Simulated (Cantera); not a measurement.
An isothermal, constant-pressure homogeneous reactor starts with 23.3 % CH4, 76.7 % N2, at 1925 K and 20.0 Torr.

Computed with Cantera and GRI-Mech 3.0 (53 species, 325 reactions). GRI-Mech 3.0 stops at C3 and has no aromatics, soot or wall deposition, so with more carbon than oxygen in the feed, carbon stays in small species such as C2H2 where larger ones or solid carbon would form. Radical loss at walls, strong at low pressure, is not modelled.

One state of this run: x CH4 = 0.00155; x C2H6 = 5.35e-8; x C2H4 = 1.15e-5; x CH2 = 2.45e-6; x H2 = 0.279; x H = 0.00230; x CH3 = 0.000252. x: mole fraction; the columns are a selection and need not sum to one.

Q: Which value of t (s) does it belong to?
(A) 0.147
(B) 100
(C) 0.00295
(D) 0.543

A: A, 0.147
